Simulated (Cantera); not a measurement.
Mixture: CH4 : O2 : N2 = 1 : 3.23 : 15 (molar parts), equivalence ratio 0.62, at 1.00 bar, adiabatic and at constant volume. Ignition delay is the time to a rise of 400 K.

Computed with Cantera and GRI-Mech 3.0 (53 species, 325 reactions).

**Question.** Predict: delay at 1150 K; delay at 1250 K; delay at 1350 K; delay at 1450 K; delay at 1550 K; apparent activation energy between 1500 and 1600 K.

**Answer.** 
- delay at 1150 K: 87.7 ms
- delay at 1250 K: 20.8 ms
- delay at 1350 K: 5.74 ms
- delay at 1450 K: 1.86 ms
- delay at 1550 K: 0.711 ms
- apparent activation energy between 1500 and 1600 K: 180 kJ/mol
